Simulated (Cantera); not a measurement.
What does this Cantera script print?

```python
import numpy as np
import cantera as ct

gas = ct.Solution("gri30.yaml")
gas.TPX = 1250, 2700, {'H2': 0.032, 'O2': 1}
reactor = ct.IdealGasConstPressureReactor(gas, energy="off", clone=False)
net = ct.ReactorNet([reactor])
net.rtol, net.atol = 1e-08, 1e-18
show = ['H2', 'O2', 'OH', 'H2O', 'H2O2', 'HO2']
times = np.geomspace(7e-05, 2, 10)

steps = ct.SolutionArray(gas, extra=["t"])
rows = []
print(f"{'t/s':>10s}{'T/K':>9s}{'P/Pa':>11s}" + "".join(f"{s:>11s}" for s in show))
for t in times:
    while net.time < t:
        t_next = net.step()
        steps.append(gas.state, t=t_next)
    rows.append([np.interp(t, steps.t, y) for y in (steps.T, steps.P, *steps(*show).X.T)])
    print(f"{t:10.3e}{rows[-1][0]:9.1f}{rows[-1][1]:11.4g}" + "".join(f"{x:11.3e}" for x in rows[-1][2:]))
rate = np.gradient(steps.T, steps.t)
print("integrator steps:", len(steps.t))
if steps.T.max() > steps.T[0] + 200:
    print(f"time of steepest temperature rise: {steps.t[rate.argmax()]:.4e} s")
gas.TPX = 1250, 2700, {'H2': 0.032, 'O2': 1}
gas.equilibrate("TP")
print(f"equilibrium (TP): T = {gas.T:.1f} K  " + "  ".join(f"{s} {gas[s].X[0]:.3e}" for s in show))
```

It prints:

```
       t/s      T/K       P/Pa         H2         O2         OH        H2O       H2O2        HO2
 7.000e-05   1250.0       2700  3.101e-02  9.690e-01  7.684e-09  4.362e-09  2.619e-12  9.729e-09
 2.189e-04   1250.0       2700  3.101e-02  9.690e-01  7.384e-08  1.030e-07  2.540e-11  3.076e-08
 6.844e-04   1250.0       2700  3.097e-02  9.690e-01  1.623e-05  2.947e-05  3.164e-10  2.083e-07
 2.140e-03   1250.0       2700  5.787e-04  9.439e-01  2.994e-03  2.727e-02  1.332e-07  4.366e-06
 6.691e-03   1250.0       2700  2.845e-04  9.488e-01  2.320e-03  2.865e-02  1.008e-07  3.744e-06
 2.092e-02   1250.0       2700  1.537e-04  9.580e-01  1.711e-03  2.990e-02  9.384e-08  2.945e-06
 6.542e-02   1250.0       2700  4.234e-05  9.655e-01  9.016e-04  3.089e-02  6.789e-08  1.573e-06
 2.046e-01   1250.0       2700  6.712e-06  9.679e-01  3.614e-04  3.130e-02  3.166e-08  4.950e-07
 6.396e-01   1250.0       2700  9.575e-07  9.684e-01  1.375e-04  3.142e-02  1.017e-08  1.101e-07
 2.000e+00   1250.0       2700  1.638e-07  9.685e-01  5.721e-05  3.147e-02  2.789e-09  2.616e-08
integrator steps: 1547
equilibrium (TP): T = 1250.0 K  H2 6.762e-09  O2 9.685e-01  OH 1.170e-05  H2O 3.149e-02  H2O2 1.876e-10  HO2 1.637e-08
```

Computed with Cantera and GRI-Mech 3.0 (53 species, 325 reactions). Radical loss at walls, strong at low pressure, is not modelled.
